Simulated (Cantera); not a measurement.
An isothermal, constant-pressure homogeneous reactor starts with H2 : O2 : H2O = 0.0078 : 1 : 0.0012 (molar parts), equivalence ratio 0.0039, at 1175 K and 0.0263 atm.

Cantera simulation using the H2/O2 subset of GRI-Mech 3.0, which has no nitrogen chemistry; the numbers are that mechanism's predictions, not measurements. Radical loss at walls, strong at low pressure, is not modelled.

x: mole fraction; the columns are a selection and need not sum to one.

```csv
t (s),x H2,x O2,x OH,x H2O2,x HO2
9.00e-5,0.00773,0.991,5.75e-10,<1e-12,7.85e-10
0.000189,0.00773,0.991,1.56e-9,<1e-12,1.66e-9
0.000398,0.00773,0.991,4.62e-9,<1e-12,3.50e-9
0.000838,0.00773,0.991,2.09e-8,3.05e-12,7.50e-9
0.00176,0.00773,0.991,3.03e-7,1.41e-11,1.88e-8
0.00371,0.00758,0.991,6.84e-5,7.97e-10,7.06e-7
0.00781,0.000172,0.985,0.000835,6.57e-8,2.15e-6
0.0164,2.59e-5,0.985,0.000546,3.28e-8,1.54e-6
0.0346,1.87e-5,0.987,0.000464,3.17e-8,1.32e-6
0.0727,1.07e-5,0.989,0.000352,2.91e-8,1.00e-6
0.153,4.64e-6,0.990,0.000233,2.42e-8,6.40e-7
0.322,[?],0.991,[?],[?],[?]
0.678,[?],0.991,[?],[?],[?]
1.43,1.29e-7,0.991,3.99e-5,4.22e-9,5.79e-8
3.00,3.80e-8,0.991,2.18e-5,1.66e-9,2.14e-8
```

Question: Complete the blanks.

Answer: 
- 0.322, x H2: 1.57e-6
- 0.322, x OH: 0.000137
- 0.322, x H2O2: 1.69e-8
- 0.322, x HO2: 3.37e-7
- 0.678, x H2: 4.58e-7
- 0.678, x OH: 7.45e-5
- 0.678, x H2O2: 9.41e-9
- 0.678, x HO2: 1.49e-7
